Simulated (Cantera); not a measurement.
Input (Python, Cantera):

```python
import numpy as np
import cantera as ct

gas = ct.Solution("gri30.yaml")
gas.TPX = 2275, 2300, {'CH4': 0.014, 'H2': 1, 'N2': 0.01}
reactor = ct.IdealGasConstPressureReactor(gas, energy="off", clone=False)
net = ct.ReactorNet([reactor])
net.rtol, net.atol = 1e-08, 1e-18
show = ['CH4', 'H2', 'C2H2', 'C2H6', 'CH2']
times = np.geomspace(4e-06, 100, 10)

steps = ct.SolutionArray(gas, extra=["t"])
rows = []
print(f"{'t/s':>10s}{'T/K':>9s}{'P/Pa':>11s}" + "".join(f"{s:>11s}" for s in show))
for t in times:
    while net.time < t:
        t_next = net.step()
        steps.append(gas.state, t=t_next)
    rows.append([np.interp(t, steps.t, y) for y in (steps.T, steps.P, *steps(*show).X.T)])
    print(f"{t:10.3e}{rows[-1][0]:9.1f}{rows[-1][1]:11.4g}" + "".join(f"{x:11.3e}" for x in rows[-1][2:]))
rate = np.gradient(steps.T, steps.t)
print("integrator steps:", len(steps.t))
if steps.T.max() > steps.T[0] + 200:
    print(f"time of steepest temperature rise: {steps.t[rate.argmax()]:.4e} s")
gas.TPX = 2275, 2300, {'CH4': 0.014, 'H2': 1, 'N2': 0.01}
gas.equilibrate("TP")
print(f"equilibrium (TP): T = {gas.T:.1f} K  " + "  ".join(f"{s} {gas[s].X[0]:.3e}" for s in show))
```

Result:

```
       t/s      T/K       P/Pa        CH4         H2       C2H2       C2H6        CH2
 4.000e-06   2275.0       2300  1.366e-02  9.765e-01  2.283e-14  1.781e-12  2.430e-10
 2.655e-05   2275.0       2300  1.362e-02  9.764e-01  5.933e-11  4.288e-10  8.717e-09
 1.762e-04   2275.0       2300  1.341e-02  9.757e-01  8.610e-08  1.851e-08  3.310e-07
 1.170e-03   2275.0       2300  1.201e-02  9.709e-01  8.502e-05  3.538e-07  1.098e-05
 7.763e-03   2275.0       2300  3.388e-03  9.617e-01  4.322e-03  1.190e-07  3.469e-05
 5.153e-02   2275.0       2300  1.551e-04  9.530e-01  6.502e-03  3.704e-10  4.469e-06
 3.420e-01   2275.0       2300  9.327e-06  9.371e-01  6.558e-03  1.963e-12  6.530e-07
 2.270e+00   2275.0       2300  5.710e-06  9.297e-01  6.525e-03  8.576e-13  5.462e-07
 1.507e+01   2275.0       2300  5.710e-06  9.297e-01  6.471e-03  8.568e-13  5.463e-07
 1.000e+02   2275.0       2300  5.668e-06  9.297e-01  6.195e-03  8.420e-13  5.422e-07
integrator steps: 1596
equilibrium (TP): T = 2275.0 K  CH4 4.951e-06  H2 9.297e-01  C2H2 4.371e-03  C2H6 6.378e-13  CH2 4.736e-07
```

Detailed kinetics in Cantera: GRI-Mech 3.0 (53 species, 325 reactions). GRI-Mech 3.0 stops at C3 and has no aromatics, soot or wall deposition, so with more carbon than oxygen in the feed, carbon stays in small species such as C2H2 where larger ones or solid carbon would form. Radical loss at walls, strong at low pressure, is not modelled.
